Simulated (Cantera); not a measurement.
An adiabatic, constant-volume homogeneous reactor starts with 2.33 % C₃H₈, 20.4 % O₂, 76.9 % N₂, 0.280 % H₂, at 1350 K and 6.80 bar.

Detailed kinetics in Cantera: GRI-Mech 3.0 (53 species, 325 reactions). GRI-Mech 3.0 was tuned for natural gas; its chemistry of propane as a main component is partial and can be far from experiment.

**Question.** Predict: time of steepest temperature rise; temperature at 4.00 s; equilibrium temperature; x(O₂) at 4.00 s; x(NO) at 4.00 s; x(O) at 4.00 s.

**Answer.** 
```
Property                                                            Result
---------------------------------  ---------------------------------------
time of steepest temperature rise                                 0.142 ms
temperature at 4.00 s                                               2704 K
equilibrium temperature                                             2704 K
x(O₂) at 4.00 s                      0.0747 (gas-phase equilibrium 0.0747)
x(NO) at 4.00 s                      0.0185 (gas-phase equilibrium 0.0185)
x(O) at 4.00 s                     0.00269 (gas-phase equilibrium 0.00269)
```
